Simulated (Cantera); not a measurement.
What does this Cantera script print?

```python
import numpy as np
import cantera as ct

gas_names = """
    CL CL2 H HCL H2 N NH NH2 NH3 N2 N2H2 N2H4 Si SiCL SiCL2 SiCL3 SiCL4 SiH SiHCL3 SiH2 SiH2CL2 SiH3
    SiH3CL SiH4 SiN Si2 Si2N Si3
""".split()
cond_names = """
    NH4CL(a) NH4CL(b) Si(cr) Si(L) Si3N4(a)
""".split()


# ... load() reads the species with a 1 bar reference pressure and builds the phases ...
atoms = {
    'Si3N4': {'Si': 3, 'N': 4},
    'HCl': {'H': 1, 'CL': 1},
    'H2': {'H': 2},
}
top_T = {'Si3N4(a)': 2400}  # K; cautious upper limits of use, not melting points


# ... equilibrate(T, P, feed) seeds the gas with the atoms and calls Mixture.equilibrate('TP', solver="vcs", rtol=1e-11, max_steps=5000) ...
results = []
feed = {'Si3N4': 1, 'HCl': 75, 'H2': 17}  # mol
T = 898.15  # K
P = 100000  # Pa
mix = equilibrate(T, P, feed)
results.append((T, P, feed, dict(zip(mix.species_names, mix.species_moles))))
x = sorted(zip(gas.X, gas.species_names), reverse=True)
print(f"T = {T:g} K  P = {P:g} Pa  gas = {mix.phase_moles(0):.4g} mol")
print("   x: " + "  ".join(f"{s} {v:.3e}" for v, s in x if v > 1e-05))
print("   condensed (mol): " + ("  ".join(f"{mix.phase(i).name} {mix.phase_moles(i):.4g}"
      for i in range(1, mix.n_phases) if mix.phase_moles(i) > 1e-12) or "none"))
```

It prints:

```
T = 898.15 K  P = 100000 Pa  gas = 91 mol
   x: HCL 6.924e-01  H2 2.527e-01  SiCL4 3.293e-02  N2 2.197e-02  SiHCL3 3.351e-05  NH3 2.315e-05
   condensed (mol): none
```

Method: chemical equilibrium by Gibbs-energy minimisation in Cantera with the NASA 1993 tables (ideal gas, pure condensed phases).
